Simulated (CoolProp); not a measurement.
Vapour-liquid equilibrium of R134a (1) + R123 (2) at 0.0174 MPa; x and y are mole fractions of (1).

Model: multi-fluid Helmholtz-energy mixture model, Tillner-Roth 1994 and Younglove 1994; pair parameters Bell 2016, in CoolProp.

Task: Give the bubble temperature and the first vapour's composition at x = 0.2, 0.65, 0.8. Is there an azeotrope?

Result: x = 0.2: -39.9 °C, y = 0.830; x = 0.65: -53.9 °C, y = 0.966; x = 0.8: -56.0 °C, y = 0.980. No azeotrope shows between x = 0.05 and 0.95.

Pair parameters are fitted to limited data, so mixtures are less certain than the pure fluids.
